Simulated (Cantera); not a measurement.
Predominance diagram of Sr at 727 °C against the partial pressures of O2 and Cl2 (log10, bar). Standard-state values (1 bar) from the NASA 1993 polynomials, evaluated with Cantera. Candidates: Sr(s), SrCl2(s), SrCl2(s), SrO(s). Only these pure phases compete in this equilibrium. Not in the tables: the peroxide, oxide halides.

**Question.** Which phase is stable at these pairs, and which metal-bearing vapour leads over it? (-5.3, -26.9); (-11.7, -23.5); (-12.8, -16.8); (-1.1, -37); (0, -37); (-2.1, -16.8); (-7.5, -23.5)

**Answer.** 
| log p(O2) | log p(Cl2) | phase | chief vapour | log p (bar) |
|---|---|---|---|---|
| -5.3 | -26.9 | SrO(s) | SrO | -21.5 |
| -11.7 | -23.5 | SrO(s) | SrCl2 | -16.9 |
| -12.8 | -16.8 | SrO(s) | SrCl2 | -9.6 |
| -1.1 | -37 | SrO(s) | SrO | -21.5 |
| 0 | -37 | SrO(s) | SrO | -21.5 |
| -2.1 | -16.8 | SrO(s) | SrCl2 | -15.0 |
| -7.5 | -23.5 | SrO(s) | SrCl2 | -19.0 |
